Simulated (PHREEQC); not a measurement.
Consider water at 25 °C with 150 mmol/kgw Pb(NO3)2, 0.16 mmol/kgw CuCl2, 0.13 mmol/kgw H2SO4 and 0.1 mmol/kgw NaCl. Closed to the air; pH follows from the charge balance.

Equilibrium calculation in PHREEQC: ion-association model, wateq4f.dat.

No solid was allowed to form.

Task: Order these S species by the share of S that they hold, largest first: PbSO4, SO4-2, HSO4-.

Result: PbSO4 (75 %), SO4-2 (25 %), HSO4- (0.19 %)

The pH is 3.66 and the ionic strength 0.310 mol/kgw. Examples of supersaturated solids here: Anglesite. Others may be too. Complexes and solids missing from the database can't appear.
